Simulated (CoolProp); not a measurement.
Vapour-liquid equilibrium of R143a (1) + R1234yf (2) at 32.35 °C; x and y are mole fractions of (1).

Values from CoolProp's multi-fluid Helmholtz-energy mixture model, Lemmon and Jacobsen 2000 and Lemmon 2022; pair parameters Bell 2016.

| x | bubble pressure (bar) | y at the bubble point | dew pressure at overall composition x (bar) | liquid density (mol/L) |
|---|---|---|---|---|
| 0.05 | 8.711 | 0.080 | 8.571 | 9.390 |
| 0.125 | 9.246 | (withheld) | 8.925 | 9.479 |
| 0.2 | 9.772 | 0.287 | 9.302 | 9.570 |
| 0.275 | 10.29 | 0.376 | 9.706 | (withheld) |
| 0.35 | 10.80 | 0.458 | 10.14 | 9.759 |
| 0.425 | 11.31 | 0.533 | 10.59 | 9.857 |
| 0.5 | 11.82 | 0.604 | 11.08 | 9.956 |
| 0.575 | 12.32 | 0.671 | 11.61 | 10.06 |
| 0.65 | (withheld) | 0.735 | 12.16 | 10.16 |
| 0.725 | 13.33 | 0.795 | 12.75 | 10.27 |
| 0.8 | 13.84 | 0.854 | 13.37 | 10.38 |
| 0.875 | 14.35 | (withheld) | 14.03 | (withheld) |
| 0.95 | 14.86 | 0.964 | 14.73 | 10.60 |

Problem. Complete the blanks.

Solution. 
- 0.125, y at the bubble point: 0.189
- 0.275, liquid density (mol/L): 9.664
- 0.65, bubble pressure (bar): 12.83
- 0.875, y at the bubble point: 0.910
- 0.875, liquid density (mol/L): 10.49

No azeotrope shows between x = 0.05 and 0.95.

The pair parameters rest on a limited set of measurements; away from them the model extrapolates.
